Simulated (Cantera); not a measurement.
A Cantera script and its output.

```python
import numpy as np
import cantera as ct

gas = ct.Solution("gri30.yaml")
gas.TPX = 1100, 100000, {'CO': 1, 'H2': 1, 'O2': 0.667, 'N2': 4.33}
reactor = ct.IdealGasConstPressureReactor(gas, energy="on", clone=False)
net = ct.ReactorNet([reactor])
net.rtol, net.atol = 1e-08, 1e-16
show = ['CO', 'H2', 'O2', 'N2O', 'OH']
times = np.geomspace(4e-06, 0.4, 14)

steps = ct.SolutionArray(gas, extra=["t"])
rows = []
print(f"{'t/s':>10s}{'T/K':>9s}{'P/Pa':>11s}" + "".join(f"{s:>11s}" for s in show))
for t in times:
    while net.time < t:
        t_next = net.step()
        steps.append(gas.state, t=t_next)
    rows.append([np.interp(t, steps.t, y) for y in (steps.T, steps.P, *steps(*show).X.T)])
    print(f"{t:10.3e}{rows[-1][0]:9.1f}{rows[-1][1]:11.4g}" + "".join(f"{x:11.3e}" for x in rows[-1][2:]))
rate = np.gradient(steps.T, steps.t)
print("integrator steps:", len(steps.t))
if steps.T.max() > steps.T[0] + 200:
    print(f"time of steepest temperature rise: {steps.t[rate.argmax()]:.4e} s")
gas.TPX = 1100, 100000, {'CO': 1, 'H2': 1, 'O2': 0.667, 'N2': 4.33}
gas.equilibrate("HP")
print(f"equilibrium (HP): T = {gas.T:.1f} K  " + "  ".join(f"{s} {gas[s].X[0]:.3e}" for s in show))
```

Output:

```
       t/s      T/K       P/Pa         CO         H2         O2        N2O         OH
 4.000e-06   1100.0      1e+05  1.429e-01  1.429e-01  9.533e-02  1.258e-16  7.943e-11
 9.698e-06   1100.0      1e+05  1.429e-01  1.429e-01  9.533e-02  6.802e-16  2.566e-10
 2.351e-05   1100.0      1e+05  1.429e-01  1.429e-01  9.533e-02  6.352e-15  1.640e-09
 5.700e-05   1100.0      1e+05  1.429e-01  1.429e-01  9.532e-02  3.357e-13  7.508e-08
 1.382e-04   1251.4      1e+05  1.382e-01  9.271e-02  7.068e-02  7.947e-09  2.157e-03
 3.351e-04   2181.6      1e+05  8.819e-02  2.858e-02  7.065e-03  4.558e-08  9.560e-03
 8.124e-04   2368.0      1e+05  8.475e-02  2.529e-02  2.530e-03  4.763e-08  6.305e-03
 1.970e-03   2435.3      1e+05  8.310e-02  2.412e-02  9.280e-04  4.783e-08  3.939e-03
 4.775e-03   2448.2      1e+05  8.284e-02  2.395e-02  6.421e-04  4.722e-08  3.307e-03
 1.158e-02   2447.2      1e+05  8.293e-02  2.402e-02  6.209e-04  4.850e-08  3.255e-03
 2.807e-02   2445.3      1e+05  8.307e-02  2.412e-02  6.047e-04  5.142e-08  3.214e-03
 6.805e-02   2444.4      1e+05  8.313e-02  2.416e-02  5.973e-04  5.321e-08  3.195e-03
 1.650e-01   2444.3      1e+05  8.314e-02  2.416e-02  5.969e-04  5.333e-08  3.194e-03
 4.000e-01   2444.3      1e+05  8.314e-02  2.416e-02  5.969e-04  5.333e-08  3.194e-03
integrator steps: 1436
time of steepest temperature rise: 1.4370e-04 s
equilibrium (HP): T = 2444.3 K  CO 8.314e-02  H2 2.416e-02  O2 5.969e-04  N2O 5.333e-08  OH 3.194e-03
```

Model: GRI-Mech 3.0 (53 species, 325 reactions), integrated in Cantera.
